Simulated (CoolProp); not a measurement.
Vapour-liquid equilibrium of isohexane (1) + benzene (2) at 82.4 kPa; x and y are mole fractions of (1).

Values from CoolProp's multi-fluid Helmholtz-energy mixture model, Lemmon 2006 and Thol 2012; pair parameters Bell 2016.

```json
[
 {"x": "0.05", "bubble temperature (°C)": "70.3", "y at the bubble point": "0.140", "dew temperature at overall composition x (°C)": "72.4", "liquid density (mol/L)": "10.31"},
 {"x": "0.2", "bubble temperature (°C)": "64.2", "y at the bubble point": "0.388", "dew temperature at overall composition x (°C)": "68.9", "liquid density (mol/L)": "9.704"},
 {"x": "0.35", "bubble temperature (°C)": "60.8", "y at the bubble point": "0.531", "dew temperature at overall composition x (°C)": "65.2", "liquid density (mol/L)": "9.138"},
 {"x": "0.5", "bubble temperature (°C)": "58.5", "y at the bubble point": "0.641", "dew temperature at overall composition x (°C)": "61.5", "liquid density (mol/L)": "8.620"},
 {"x": "0.65", "bubble temperature (°C)": "56.8", "y at the bubble point": "0.743", "dew temperature at overall composition x (°C)": "58.3", "liquid density (mol/L)": "8.150"},
 {"x": "0.8", "bubble temperature (°C)": "55.4", "y at the bubble point": "0.848", "dew temperature at overall composition x (°C)": "56.0", "liquid density (mol/L)": "7.722"},
 {"x": "0.95", "bubble temperature (°C)": "54.2", "y at the bubble point": "0.961", "dew temperature at overall composition x (°C)": "54.3", "liquid density (mol/L)": "7.332"}
]
```

No azeotrope shows between x = 0.05 and 0.95.

Pair parameters are fitted to limited data, so mixtures are less certain than the pure fluids.
